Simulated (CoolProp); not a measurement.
Vapour-liquid equilibrium of propane (1) + isobutane (2) at 266 kPa; x and y are mole fractions of (1).

Model: multi-fluid Helmholtz-energy mixture model, Lemmon 2009 and Bücker 2006; pair parameters Kunz 2012, in CoolProp.

### Question
Give the bubble temperature and the first vapour's composition at x = 0.05, 0.5, 0.8. Is there an azeotrope?

### Answer
x = 0.05: 286.4 K, y = 0.119; x = 0.5: 268.6 K, y = 0.735; x = 0.8: 260.1 K, y = 0.923. No azeotrope shows between x = 0.05 and 0.95.

Pair parameters are fitted to limited data, so mixtures are less certain than the pure fluids.
